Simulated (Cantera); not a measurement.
## Ignition delay

Mixture: CH4 : O2 : N2 = 1 : 2.41 : 9.06 (molar parts), at 1900000 Pa, adiabatic and at constant pressure. Ignition delay is the time to a rise of 400 K.

Cantera simulation using GRI-Mech 3.0 (53 species, 325 reactions); the numbers are that mechanism's predictions, not measurements. The pressure lies above the range GRI-Mech 3.0 was tuned for (to about 10 atm).

```json
[
 {"T0 (K)": "1100", "delay (ms)": "8.04"},
 {"T0 (K)": "1175", "delay (ms)": "2.93"},
 {"T0 (K)": "1250", "delay (ms)": "1.20"},
 {"T0 (K)": "1325", "delay (ms)": "0.529"},
 {"T0 (K)": "1400", "delay (ms)": "0.249"}
]
```

The apparent activation energy between 1250 and 1400 K comes out as 150 kJ/mol.
